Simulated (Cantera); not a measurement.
A Cantera script and its output.

```python
import numpy as np
import cantera as ct

gas = ct.Solution("gri30.yaml")
gas.TPX = 798, 1000000, {'C3H8': 1, 'O2': 3.85, 'N2': 14.5}
inlet = ct.Reservoir(gas, clone=True)
gas.equilibrate("HP")  # start burning
reactor = ct.IdealGasConstPressureReactor(gas, energy="on", clone=False)
exhaust = ct.Reservoir(gas, clone=True)
tau = [0.081, 0.033, 0.013, 0.0053, 0.0021, 0.00085, 0.00034, 0.00014, 5.5e-05, 2.2e-05, 8.9e-06][0]
for a, b in ((inlet, reactor), (reactor, exhaust)):
    ct.MassFlowController(a, b, mdot=lambda t: reactor.mass / tau)
net = ct.ReactorNet([reactor])
show = ['C3H8', 'O2', 'H2', 'CH3', 'CH4']

rows = []
print(f"{'tau/s':>10s}{'T/K':>9s}" + "".join(f"{s:>11s}" for s in show))
for tau in [0.081, 0.033, 0.013, 0.0053, 0.0021, 0.00085, 0.00034, 0.00014, 5.5e-05, 2.2e-05, 8.9e-06]:
    net.initial_time = 0.0
    net.advance(30 * tau)
    before = gas.X
    net.advance(40 * tau)
    drift = np.max(np.abs(gas.X - before) / (gas.X + 1e-9))
    rows.append([gas.T, *gas[show].X, drift])
    print(f"{tau:10.3e}{gas.T:9.1f}" + "".join(f"{x:11.3e}" for x in gas[show].X))
```

It prints:

```
     tau/s      T/K       C3H8         O2         H2        CH3        CH4
 8.100e-02   2489.8  2.619e-08  9.323e-05  3.064e-02  9.323e-07  1.164e-06
 3.300e-02   2488.8  6.333e-08  1.084e-04  3.065e-02  2.189e-06  2.668e-06
 1.300e-02   2486.7  1.555e-07  1.445e-04  3.067e-02  5.052e-06  5.843e-06
 5.300e-03   2482.8  3.593e-07  2.187e-04  3.069e-02  1.052e-05  1.114e-05
 2.100e-03   2476.0  8.219e-07  3.712e-04  3.073e-02  2.070e-05  1.915e-05
 8.500e-04   2465.4  1.784e-06  6.524e-04  3.081e-02  3.776e-05  2.983e-05
 3.400e-04   2449.5  3.834e-06  1.172e-03  3.095e-02  6.796e-05  4.570e-05
 1.400e-04   2427.6  8.073e-06  2.078e-03  3.116e-02  1.223e-04  7.219e-05
 5.500e-05   2394.6  1.841e-05  3.872e-03  3.144e-02  2.400e-04  1.306e-04
 2.200e-05   2343.0  4.600e-05  7.652e-03  3.174e-02  5.111e-04  2.829e-04
 8.900e-06   2211.2  1.721e-04  1.980e-02  3.236e-02  1.345e-03  1.018e-03
```

Detailed kinetics in Cantera: GRI-Mech 3.0 (53 species, 325 reactions). GRI-Mech 3.0 was tuned for natural gas; its chemistry of propane as a main component is partial and can be far from experiment.
